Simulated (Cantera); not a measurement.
# Pyrogenic steam for wet oxidation

An isothermal, constant-pressure homogeneous reactor starts with 6.98 % H2, 4.65 % O2, 88.4 % N2, at 900 K and 0.987 atm.

Computed with Cantera and the H2/O2 subset of GRI-Mech 3.0, which has no nitrogen chemistry. Below about 950 K walls govern HO2 and H2O2 in real vessels. The temperature is held fixed by assumption; the heat of reaction is taken as removed at once.

| t (s) | x H2 | x O2 | x O | x H | x HO2 |
|---|---|---|---|---|---|
| 0.000400 | 0.0698 | 0.0465 | <1e-12 | 4.99e-12 | 1.26e-10 |
| 0.00180 | 0.0698 | 0.0465 | <1e-12 | 5.31e-12 | 6.21e-10 |
| 0.00808 | 0.0698 | 0.0465 | <1e-12 | 6.89e-12 | 3.00e-9 |
| 0.0363 | 0.0698 | 0.0465 | 2.36e-12 | 1.95e-11 | 1.88e-8 |
| 0.163 | 0.0698 | 0.0465 | 9.84e-11 | 8.12e-10 | 7.41e-7 |
| 0.734 | 0.0658 | 0.0445 | 2.75e-8 | 2.28e-7 | 1.70e-5 |
| 3.30 | 0.0354 | 0.0294 | 1.91e-8 | 1.31e-7 | 1.25e-5 |
| 14.8 | 0.00243 | 0.0132 | 1.34e-8 | 2.08e-8 | 3.98e-6 |
| 66.7 | 2.02e-5 | 0.0121 | 7.88e-11 | 2.49e-11 | 1.35e-7 |
| 300 | 1.23e-6 | 0.0120 | 1.67e-12 | <1e-12 | 1.42e-8 |
x: mole fraction; the columns are a selection and need not sum to one.

Equilibrium at this temperature and pressure: H2 2.12e-12, O2 0.0120, O <1e-12, H <1e-12, HO2 1.57e-11 (gas phase only).
